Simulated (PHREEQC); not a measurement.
A made-up water analysis in mg/L, 20 °C, pH 6.99, pe 9.9: Na 2.57; K 2.02; Ca 0.973; Mg 1.46; Cl 4.47; S(6) as SO4 3.49; Alkalinity as HCO3 8.48; Li 0.0636.

Valence states are taken as typed.

The numbers come from PHREEQC with the ion-association model, wateq4f.dat.

Precipitation was switched off in this run.

Problem. Estimate the charge-balance error.

Solution. charge-balance error 0.5 %.

Problem. In which forms is C present?

Solution. HCO3- 81 %, CO2 19 % of the C.

Species that the database lacks are ignored.
